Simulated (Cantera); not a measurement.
Feed: 1 mol SiCl4, 0.97 mol O2, 0.42 mol H2, 5.4 mol O3, equilibrated at 13.3 mbar.

These are equilibrium values from Cantera (NASA tables, ideal gas, pure condensed phases), not measurements of a reactor. Candidate condensed phases: H2O, Si, SiO2; 30 gas species. The tables hold silica as quartz up to 1696 K and as liquid above; real silica turns to tridymite and cristobalite and melts near 1996 K. Kinetics and transport are ignored.

x: gas mole fraction; n: condensed amount in mol.

```csv
T (K),x O2,x Cl,x Cl2,x HCl,x H2O,n SiO2(β-quartz)
975,0.769,0.000893,0.152,0.0769,0.00160,1.00
1075,0.768,(withheld),0.149,0.0783,(withheld),1.00
1175,0.765,0.0119,0.144,0.0786,0.000506,1.00
1275,0.757,0.0312,0.133,0.0782,0.000335,1.00
1375,0.743,(withheld),(withheld),0.0769,(withheld),1.00
1475,0.722,0.121,0.0809,0.0748,0.000229,1.00
1575,0.700,0.179,0.0478,0.0724,0.000263,1.00
```

Problem. Complete the blanks.

Solution. 
- 1075, x Cl: 0.00369
- 1075, x H2O: 0.000854
- 1375, x Cl: 0.0677
- 1375, x Cl2: 0.112
- 1375, x H2O: 0.000254
